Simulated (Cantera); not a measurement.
Input: 1 mol SiHCl₃, 87 mol N₂, at 0.00133 bar.

These are equilibrium values from Cantera (NASA tables, ideal gas, pure condensed phases), not measurements of a reactor. Candidate condensed phases: NH₄Cl, Si, Si₃N₄; 28 gas species. N₂ is the only nitrogen source here; it is nearly inert below about 1500 K, so the nitride shown seldom forms there in practice. The tables' values for SiCl₃ are old estimates; treat these amounts as uncertain. Kinetics and transport are ignored. All values below are at 1248 K.

Base state: N₂ 0.982, HCl 0.0108, SiCl₄ 0.00369, SiCl₂ 0.00249, SiCl₃ 0.00113, H₂ 0.000240 (mole fractions); condensed: Si₃N₄(s).

**Question.** What changes in the equilibrium state with this change: pressure from 0.00133 bar to 0.000450 bar?

**Answer.** 
```
species          before     after
-------------  --------  --------
N₂                0.982     0.980
HCl              0.0108    0.0108
SiCl₂           0.00249   0.00492
SiCl₄           0.00369   0.00236
Cl              7.65e-6   1.29e-5
SiCl₃           0.00113   0.00127
H₂             0.000240  0.000249
Si₃N₄(s), mol     0.118    0.0811
```
